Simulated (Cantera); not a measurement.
Input (Python, Cantera):

```python
import numpy as np
import cantera as ct

gas = ct.Solution("gri30.yaml", transport_model="mixture-averaged")
show = ['O', 'C2H2', 'CH4']

rows = []
print(f"{'T/K':>7s}{'rho':>11s}{'cp':>10s}{'mu':>11s}{'lambda':>11s}{'Pr':>7s}" + "".join(f"{'D_' + s:>11s}" for s in show))
for T in [400, 650, 900, 1150, 1400, 1650, 1900, 2150, 2400]:
    gas.TPX = T, 13332, {'O2': 0.82}
    Pr = gas.cp_mass * gas.viscosity / gas.thermal_conductivity
    D = [gas.mix_diff_coeffs_mole[gas.species_index(s)] for s in show]
    rows.append([gas.density, gas.cp_mass, gas.viscosity, gas.thermal_conductivity, Pr, *D])
    print(f"{T:7g}{gas.density:11.4e}{gas.cp_mass:10.1f}{gas.viscosity:11.4e}"
          f"{gas.thermal_conductivity:11.4e}{Pr:7.3f}" + "".join(f"{d:11.4e}" for d in D))
print("SI units: kg/m3, J/kg/K, Pa s, W/m/K, m2/s")
```

It prints:

```
    T/K        rho        cp         mu     lambda     Pr        D_O     D_C2H2      D_CH4
    400 1.2827e-01     941.4 2.5629e-05 3.3852e-02  0.713 4.1300e-04 2.1285e-04 2.8638e-04
    650 7.8935e-02    1017.4 3.5981e-05 5.1624e-02  0.709 9.4234e-04 4.9802e-04 6.6207e-04
    900 5.7009e-02    1073.7 4.4705e-05 6.7643e-02  0.710 1.6251e-03 8.6743e-04 1.1475e-03
   1150 4.4616e-02    1108.6 5.2496e-05 8.2174e-02  0.708 2.4442e-03 1.3109e-03 1.7299e-03
   1400 3.6648e-02    1134.2 5.9661e-05 9.5657e-02  0.707 3.3883e-03 1.8218e-03 2.4011e-03
   1650 3.1096e-02    1155.4 6.6364e-05 1.0843e-01  0.707 4.4493e-03 2.3957e-03 3.1551e-03
   1900 2.7004e-02    1174.1 7.2707e-05 1.2073e-01  0.707 5.6208e-03 3.0291e-03 3.9875e-03
   2150 2.3864e-02    1191.7 7.8755e-05 1.3274e-01  0.707 6.8975e-03 3.7192e-03 4.8944e-03
   2400 2.1378e-02    1209.0 8.4555e-05 1.4458e-01  0.707 8.2752e-03 4.4639e-03 5.8730e-03
SI units: kg/m3, J/kg/K, Pa s, W/m/K, m2/s
```

Detailed kinetics in Cantera: GRI-Mech 3.0 (53 species, 325 reactions).
